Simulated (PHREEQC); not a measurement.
A solution holds 140 mmol/kgw NH4HF2, 1.5 mmol/kgw H2SiF6, 0.18 mmol/kgw H3BO3 and 4.4 mmol/kgw H2SO4, at 42 °C. Closed to the air; pH follows from the charge balance.

The numbers come from PHREEQC with the ion-association model, wateq4f.dat.

No solid was allowed to form.

Task: Predict the pH, ionic strength.

Result: pH 3.17; ionic strength 0.143 mol/kgw.

Task: In which forms is S present?

Result: SO4-2 62 %, NH4SO4- 35 %, HSO4- 2.6 % of the S.

Species that the database lacks are ignored. wateq4f.dat counts part of the HF as a dimer, H2F2, which phreeqc.dat doesn't know; its constant is uncertain. At this temperature some constants are extrapolated from 25 °C, and those without enthalpy data are left unchanged. SiF6-2 is the database's only silicon fluoride. Real BF4- forms and hydrolyses slowly; the run takes it at equilibrium.
